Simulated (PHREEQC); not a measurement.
A solution holds 2.3 mol/kgw LiBr and 0.425 mol/kgw BaCl2, at 25 °C. Closed to the air; pH follows from the charge balance.

Computed with PHREEQC (Pitzer model, pitzer.dat).

This is a speciation only: nothing precipitates in the calculation.

Estimate the activity of water, density, osmotic coefficient.

activity of water 0.870; density 1.197 g/cm³; osmotic coefficient 1.311.
